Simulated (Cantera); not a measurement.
An isothermal plug-flow reactor at 775 K and 1.01 bar (inlet), inlet velocity 0.89 m/s, active area per volume 290 1/m; feed 0.552 % CO, 2.46 % O2, 97.0 % N2, equivalence ratio 0.11.

Detailed kinetics in Cantera: Deutschmann's 1995 Pt surface mechanism with GRI-Mech 3.0 gas chemistry. Catalytic surfaces can have several steady states; this one follows from the mechanism file's or the stated starting coverage. Mass transfer to the wall is taken as infinitely fast.

x: gas mole fraction; θ: surface coverage.

```tsv
z (m)	x CO	x O2	x H2O	x CO2	θ free Pt	θ O*	θ CO*
0.0005	0.00130	0.0225	<1e-12	0.00424	0.385	0.539	0.0758
0.00096	0.000846	0.0223	<1e-12	0.00469	0.0738	0.925	0.00109
0.0019	___	0.0221	<1e-12	0.00498	___	0.938	___
0.0036	0.000311	0.0220	<1e-12	0.00523	0.0547	0.945	0.000216
0.0069	0.000122	0.0219	<1e-12	0.00542	0.0511	0.949	7.32e-5
0.013	2.51e-5	0.0219	<1e-12	0.00551	0.0495	0.951	1.42e-5
0.026	9.72e-7	0.0219	<1e-12	0.00554	0.0491	0.951	5.40e-7
0.05	___	0.0219	<1e-12	0.00554	0.0491	0.951	___
```

Problem. Fill in the missing entries.

Solution. 
- 0.0019, x CO: 0.000554
- 0.0019, θ free Pt: 0.0611
- 0.0019, θ CO*: 0.000482
- 0.05, x CO: 2.47e-9
- 0.05, θ CO*: 1.37e-9
